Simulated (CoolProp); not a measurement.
Vapour-liquid equilibrium of R114 (1) + n-hexane (2) at 303.2 K; x and y are mole fractions of (1).

The numbers come from the multi-fluid Helmholtz-energy mixture model, Platzer 1990 and Thol 2019; pair parameters Bell 2016 in CoolProp. This equation is an older, rougher fit; its heat capacities, sound speeds and derivatives of the liquid may be far off and weren't checked against measurements.

```json
[
 {"x": "0.05", "bubble pressure (MPa)": "0.04432", "y at the bubble point": "0.457", "dew pressure at overall composition x (MPa)": "0.02626", "liquid density (mol/L)": "7.584"},
 {"x": "0.125", "bubble pressure (MPa)": "0.07016", "y at the bubble point": "0.677", "dew pressure at overall composition x (MPa)": "0.02840", "liquid density (mol/L)": "7.643"},
 {"x": "0.2", "bubble pressure (MPa)": "0.09265", "y at the bubble point": "0.771", "dew pressure at overall composition x (MPa)": "0.03091", "liquid density (mol/L)": "7.702"},
 {"x": "0.275", "bubble pressure (MPa)": "[?]", "y at the bubble point": "0.823", "dew pressure at overall composition x (MPa)": "0.03391", "liquid density (mol/L)": "7.762"},
 {"x": "0.35", "bubble pressure (MPa)": "0.1297", "y at the bubble point": "0.857", "dew pressure at overall composition x (MPa)": "0.03755", "liquid density (mol/L)": "7.823"},
 {"x": "0.425", "bubble pressure (MPa)": "0.1453", "y at the bubble point": "0.882", "dew pressure at overall composition x (MPa)": "0.04206", "liquid density (mol/L)": "7.885"},
 {"x": "0.5", "bubble pressure (MPa)": "0.1597", "y at the bubble point": "[?]", "dew pressure at overall composition x (MPa)": "0.04777", "liquid density (mol/L)": "7.947"},
 {"x": "0.575", "bubble pressure (MPa)": "0.1732", "y at the bubble point": "0.918", "dew pressure at overall composition x (MPa)": "0.05526", "liquid density (mol/L)": "8.012"},
 {"x": "0.65", "bubble pressure (MPa)": "0.1862", "y at the bubble point": "0.933", "dew pressure at overall composition x (MPa)": "0.06547", "liquid density (mol/L)": "8.077"},
 {"x": "0.725", "bubble pressure (MPa)": "0.1991", "y at the bubble point": "0.947", "dew pressure at overall composition x (MPa)": "0.08016", "liquid density (mol/L)": "8.145"},
 {"x": "0.8", "bubble pressure (MPa)": "0.2124", "y at the bubble point": "0.960", "dew pressure at overall composition x (MPa)": "0.1028", "liquid density (mol/L)": "8.216"},
 {"x": "0.875", "bubble pressure (MPa)": "[?]", "y at the bubble point": "0.974", "dew pressure at overall composition x (MPa)": "0.1406", "liquid density (mol/L)": "8.289"},
 {"x": "0.95", "bubble pressure (MPa)": "0.2410", "y at the bubble point": "0.989", "dew pressure at overall composition x (MPa)": "0.2023", "liquid density (mol/L)": "8.365"}
]
```

Q: Complete the blanks.

A: 
- 0.275, bubble pressure (MPa): 0.1123
- 0.5, y at the bubble point: 0.902
- 0.875, bubble pressure (MPa): 0.2262

No azeotrope shows between x = 0.05 and 0.95.

Pair parameters are fitted to limited data, so mixtures are less certain than the pure fluids.
